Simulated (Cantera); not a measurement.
Input: 1 mol Pb, 0.024 mol O₂, a varied amount of CO, held at 1600 K and 0.310 bar.

Cantera equilibrium calculation (NASA polynomials, part measured and part estimated; ideal gas, pure solids and liquids). Candidate condensed phases: C, Pb, PbO, PbO₂, Pb₃O₄; 15 gas species. The numbers say what is thermodynamically allowed, not how fast it happens.

At 18 mol CO, list the 4 most abundant gas species with their mole fractions, and the condensed phases.

CO 0.945, Pb 0.0526, CO₂ 0.00253, Pb₂ 1.08e-5. Condensed: gas only.
